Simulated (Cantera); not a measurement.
A perfectly stirred reactor is fed with 1.83 % C₃H₈, 13.4 % O₂, 84.7 % N₂, at 0.987 atm; it is adiabatic with a 325 K inlet, and is followed from long to short residence time, starting on the burning branch (τ in s: 0.055, 0.022, 0.0084, 0.0033, 0.0013, 0.0005, 0.00019, 7.5e-05, 2.9e-05, 1.1e-05).

Detailed kinetics in Cantera: GRI-Mech 3.0 (53 species, 325 reactions). GRI-Mech 3.0 was tuned for natural gas; its chemistry of propane as a main component is partial and can be far from experiment.

Q: Predict: blow-out, bracketed by the residence times tried; x(C₃H₈) at τ = 55.0 ms; x(O₂) at τ = 55.0 ms; x(CH₂O) at τ = 55.0 ms; x(OH) at τ = 55.0 ms; x(HCN) at τ = 55.0 ms; x(C₃H₈) at τ = 0.500 ms; x(O₂) at τ = 0.500 ms.

A: blow-out, bracketed by the residence times tried: burning at 3.30 ms, out at 1.30 ms
x(C₃H₈) at τ = 55.0 ms: 5.96e-6
x(O₂) at τ = 55.0 ms: 0.0427
x(CH₂O) at τ = 55.0 ms: 3.01e-6
x(OH) at τ = 55.0 ms: 0.000410
x(HCN) at τ = 55.0 ms: 3.23e-9
x(C₃H₈) at τ = 0.500 ms: 0.0183
x(O₂) at τ = 0.500 ms: 0.134
